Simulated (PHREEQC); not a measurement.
Consider water at 20 °C with 0.27 mol KH2PO4 and 0.2 mol NaOH per kg of water. Closed to the air; pH follows from the charge balance.

The numbers come from PHREEQC with the ion-association model, phreeqc.dat.

This is a speciation only: nothing precipitates in the calculation.

**Question.** Predict the pH, activity of water, ionic strength.

**Answer.** pH 7.08; activity of water 0.988; ionic strength 0.612 mol/kgw.

**Question.** In which forms is Na present?

**Answer.** Na+ 93 %, NaHPO4- 6.6 % of the Na.
